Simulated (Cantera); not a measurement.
Charge: 1 mol PbO, a varied amount of C, 0.28 mol CO, held at 100 Torr.

These are equilibrium values from Cantera (NASA tables, ideal gas, pure condensed phases), not measurements of a reactor. Candidate condensed phases: C, Pb, PbO, PbO2, Pb3O4; 15 gas species. Kinetics and transport are ignored.

Stable condensed phases, one row left out:

```
T in °C \ n(C) in mol
         0.42 0.49 0.58 0.68  0.8 0.95  1.1  1.3  1.6  1.8  2.2  2.5
   1850     A    A    A    A    A    A    B    B    B    B    B    B
   1700     A    A    A    A    A    A    B    B    B    B    B    B
   1550     A    A    A    A    A    A    B    B    B    B    B    B
   1400     A    A    A    A    A    A    B    B    B    B    B    B
   1100     C    C    C    C    C    C    D    D    D    D    D    D
    950     C    C    C    C    C    C    D    D    D    D    D    D
    800     C    C    C    C    C    C    D    D    D    D    D    D
    650     C    C    C    C    D    D    D    D    D    D    D    D
```

A: gas only; B: C; C: Pb; D: C + Pb.

Q: Give the row for 1250 °C.

A: 0.42: Pb; 0.49: Pb; 0.58: Pb; 0.68: Pb; 0.8: Pb; 0.95: Pb; 1.1: C + Pb; 1.3: C + Pb; 1.6: C + Pb; 1.8: C + Pb; 2.2: C + Pb; 2.5: C + Pb.
